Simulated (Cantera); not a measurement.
An isothermal, constant-pressure homogeneous reactor starts with CH4 : H2O : H2 = 1 : 0.5 : 0.12 (molar parts), at 1350 K and 1.00 bar.

Cantera simulation using GRI-Mech 3.0 (53 species, 325 reactions); the numbers are that mechanism's predictions, not measurements. GRI-Mech 3.0 stops at C3 and has no aromatics, soot or wall deposition, so with more carbon than oxygen in the feed, carbon stays in small species such as C2H2 where larger ones or solid carbon would form.

One state of this run: x CH4 = 0.601; x H2O = 0.306; x H2 = 0.0872; x O2 = <1e-12; x H2O2 = <1e-12; x C2H4 = 0.00327. x: mole fraction; the columns are a selection and need not sum to one.

Problem. Which value of t (s) does it belong to?
(A) 0.0132
(B) 2.00
(C) 0.375
(D) 0.000200

Solution. C, 0.375
